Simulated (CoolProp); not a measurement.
A Linde-Hampson liquefier for dry air: isothermal reversible compression at 300 K from 1 atm to 5 MPa, throttling to 1 atm, return gas leaving the recuperator 10 K below the feed. Each further row changes one setting.

The numbers come from the reference Helmholtz-energy equation of state, Lemmon 2000 in CoolProp. It is a pseudo-pure fit of the blend.

```csv
case,liquid yield per pass,compression work (kJ/kg of gas)
as stated,0.001,335
high pressure 10 MPa,0.024,394
warm-end temperature 330 K,no liquid,369
warm-end gap 15 K,no liquid,335
```
